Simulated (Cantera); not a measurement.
## Premixed flame

A freely propagating, adiabatic, planar premixed flame of H₂ : O₂ : N₂ = 1 : 0.179 : 0.671 (molar parts), equivalence ratio 2.8, unburnt at 423 K and 13300 Pa; multicomponent transport, grid criteria slope 0.08 and curve 0.16, no radiation.

Model: the H2/O2 subset of GRI-Mech 3.0, which has no nitrogen chemistry, integrated in Cantera. Burning velocities carry a grid error of a few per cent, more on coarse grids.

```csv
z (mm),T (K),u (m/s),x H₂,x O₂,x O,x H,x H₂O,x H₂O₂
-18.0,423,3.40,0.541,0.0968,<1e-8,<1e-8,<1e-8,<1e-8
-12.0,423,3.40,0.541,0.0968,<1e-8,<1e-8,<1e-8,<1e-8
-9.01,423,3.40,0.541,0.0968,<1e-8,<1e-8,<1e-8,<1e-8
-6.01,423,3.40,0.541,0.0968,<1e-8,<1e-8,3.02e-8,<1e-8
-3.00,444,3.56,0.539,0.0964,8.75e-6,0.000228,0.000948,3.87e-6
-1.50,651,5.16,0.515,0.0896,0.000127,0.00926,0.0181,2.60e-6
0,1008,7.78,0.413,0.0543,0.00167,0.0581,0.0957,7.78e-8
1.50,1226,9.37,0.326,0.00716,0.000921,0.0951,0.188,3.08e-8
3.00,1306,9.94,0.320,0.000578,0.000282,0.0931,0.202,1.93e-8
6.01,1393,10.5,0.327,7.18e-5,0.000227,0.0820,0.204,2.11e-8
12.0,1490,11.2,0.337,5.74e-5,0.000202,0.0682,0.206,2.10e-8
24.0,1590,11.9,0.347,4.26e-5,0.000156,0.0534,0.207,1.67e-8
48.1,1683,12.5,0.357,2.67e-5,0.000101,0.0393,0.209,1.06e-8
```
x: mole fraction of selected species; z is measured from the peak of heat release.

The laminar burning velocity is 340 cm/s and the thermal thickness is 6.01 mm. The peak x(O) comes out as 0.00194 and the peak x(H) is 0.0961. The peak x(H₂O₂) comes out as 5.94e-6 and the grid points is 141.
